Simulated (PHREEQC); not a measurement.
Make-up at 90 °C: 1.5 mmol/kgw Na2S and 1.9 mmol/kgw NaHCO3. Closed to the air; pH follows from the charge balance.

Computed with PHREEQC (ion-association model, wateq4f.dat).

| quantity | before | after |
|---|---|---|
| pH | 9.36 | 9.58 |
| ionic strength (mol/kgw) | 0.00494 | 0.00512 |

Question: What was changed between the two runs?
(A) diluted 2-fold with water
(B) Na2S replaced by NaBF4 at the same molality
(C) diluted 100-fold with water
(D) temperature from 90 to 15 °C
(E) temperature from 90 to 75 °C

Answer: E, temperature from 90 to 75 °C

This is a speciation only: nothing precipitates in the calculation. Away from 25 °C the constants follow the database's enthalpies or fits; those with neither stay at their 25 °C values.
